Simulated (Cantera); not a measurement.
An isothermal, constant-pressure homogeneous reactor starts with CO : O₂ : H₂O : N₂ = 0.0027 : 0.017 : 0.059 : 1 (molar parts), equivalence ratio 0.079, at 1050 K and 728 Torr.

Cantera simulation using GRI-Mech 3.0 (53 species, 325 reactions); the numbers are that mechanism's predictions, not measurements.

One state of this run: x CO = 0.000267; x O₂ = 0.0147; x H₂O = 0.0547; x NO = 1.18e-10; x H₂O₂ = 7.09e-8; x OH = 1.30e-6; x H = 3.69e-8. x: mole fraction; the columns are a selection and need not sum to one.

Task: Which value of t (s) does it belong to?
(A) 5.92e-5
(B) 0.000701
(C) 0.000204
(D) 0.338

Result: D, 0.338
